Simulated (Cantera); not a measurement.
An adiabatic, constant-pressure homogeneous reactor starts with 15.0 % CO, 2.70 % H2, 16.6 % O2, 62.8 % N2, 2.85 % CO2, 0.100 % H2O, at 1023 K and 101000 Pa.

Detailed kinetics in Cantera: GRI-Mech 3.0 (53 species, 325 reactions).

Question: Predict: time of steepest temperature rise; temperature at 0.200 s; equilibrium temperature; x(CO) at 0.200 s; x(H2) at 0.200 s; x(O2) at 0.200 s; x(NO2) at 0.200 s; x(H) at 0.200 s.

Answer: 
```
Property                                                              Result
---------------------------------  -----------------------------------------
time of steepest temperature rise                                   0.447 ms
temperature at 0.200 s                                                2276 K
equilibrium temperature                                               2274 K
x(CO) at 0.200 s                     0.00649 (gas-phase equilibrium 0.00643)
x(H2) at 0.200 s                   0.000180 (gas-phase equilibrium 0.000179)
x(O2) at 0.200 s                       0.0833 (gas-phase equilibrium 0.0827)
x(NO2) at 0.200 s                    5.42e-6 (gas-phase equilibrium 6.33e-6)
x(H) at 0.200 s                    0.000115 (gas-phase equilibrium 0.000113)
```
